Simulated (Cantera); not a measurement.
An isothermal, constant-pressure homogeneous reactor starts with H₂ : O₂ : N₂ = 0.084 : 1 : 0.63 (molar parts), at 1375 K and 525 Torr.

Detailed kinetics in Cantera: the H2/O2 subset of GRI-Mech 3.0, which has no nitrogen chemistry. The temperature is held fixed by assumption; the heat of reaction is taken as removed at once.

x: mole fraction; the columns are a selection and need not sum to one.

```tsv
t (s)	x H₂	x O₂	x HO₂	x OH	x O	x H₂O₂
9.00e-6	0.0490	0.583	3.87e-7	[?]	2.17e-6	9.70e-10
3.30e-5	0.00917	0.557	8.72e-5	[?]	0.0175	4.43e-6
0.000121	0.000252	0.569	3.88e-5	[?]	0.00432	1.40e-6
0.000445	2.28e-5	0.572	8.10e-6	[?]	0.000397	4.26e-7
0.00163	2.19e-6	0.573	1.23e-6	[?]	4.28e-5	1.03e-7
0.00600	3.09e-7	0.573	2.43e-7	[?]	6.83e-6	2.47e-8
0.0220	6.43e-8	0.573	1.03e-7	[?]	1.52e-6	6.79e-9
0.0809	2.64e-8	0.573	9.97e-8	2.48e-5	6.29e-7	3.21e-9
0.297	2.44e-8	0.573	1.01e-7	2.38e-5	5.80e-7	3.01e-9
1.09	2.44e-8	0.573	1.01e-7	2.38e-5	5.80e-7	3.01e-9
4.00	2.44e-8	0.573	1.01e-7	2.38e-5	5.80e-7	3.01e-9
```

### Question
Fill in the missing entries.

### Answer

- 9.00e-6, x OH: 1.72e-6
- 3.30e-5, x OH: 0.00735
- 0.000121, x OH: 0.00199
- 0.000445, x OH: 0.000612
- 0.00163, x OH: 0.000205
- 0.00600, x OH: 8.23e-5
- 0.0220, x OH: 3.87e-5
